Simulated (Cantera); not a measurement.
Mixture: 12.0 % CH4, 18.5 % O2, 69.5 % N2, equivalence ratio 1.3, at 0.987 atm, adiabatic and at constant pressure. Ignition delay is the time to a rise of 400 K.

Model: GRI-Mech 3.0 (53 species, 325 reactions), integrated in Cantera.

**Question.** Predict: delay at 1073 K; delay at 1223 K; delay at 1373 K; delay at 1523 K; apparent activation energy between 1448 and 1598 K.

**Answer.** 
| Property | Value |
|---|---|
| delay at 1073 K | 0.370 s |
| delay at 1223 K | 38.2 ms |
| delay at 1373 K | 5.42 ms |
| delay at 1523 K | 1.03 ms |
| apparent activation energy between 1448 and 1598 K | 190 kJ/mol |
